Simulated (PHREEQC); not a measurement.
Synthetic water in mg/kgw, 25 °C, pH 2.77, pe 8.7: Na 1420; K 45.7; Ca 100; Mg 452; Cl 1050; S(6) as SO4 5720; Cu(2) 5.94; Al 433; Si as SiO2 3.31.

Cl is adjusted to close the charge balance.
Valence states are taken as typed.

Computed with PHREEQC (ion-association model, wateq4f.dat).

Each row changes one thing in this solution. This is a speciation only: nothing precipitates in the calculation.

| case | ionic strength (mol/kgw) | Mg+2 (mol/kgw) | MgSO4 (mol/kgw) | HSO4- (mol/kgw) | K+ (mol/kgw) | KSO4- (mol/kgw) | SI of Quartz (SiO2) | SI of Gypsum (CaSO4:2H2O) |
|---|---|---|---|---|---|---|---|---|
| as made | 0.149 | 0.0105 | 0.00807 | 0.00203 | 0.00110 | 6.84e-5 | -0.26 | -0.73 |
| K from 45.7 to 137 mg/kgw | (withheld) | 0.0106 | 0.00802 | 0.00202 | 0.00330 | (withheld) | -0.26 | -0.73 |
| temperature from 25 to 50 °C at the same typed pH | 0.139 | 0.00856 | 0.0100 | 0.00320 | (withheld) | 8.69e-5 | (withheld) | -0.77 |

Problem. Complete the blanks.

Solution. 
- K from 45.7 to 137 mg/kgw, ionic strength (mol/kgw): 0.152
- K from 45.7 to 137 mg/kgw, KSO4- (mol/kgw): 0.000204
- temperature from 25 to 50 °C at the same typed pH, K+ (mol/kgw): 0.00108
- temperature from 25 to 50 °C at the same typed pH, SI of Quartz (SiO2): -0.60

Species that the database lacks are ignored. Constants without temperature data keep their 25 °C values here.
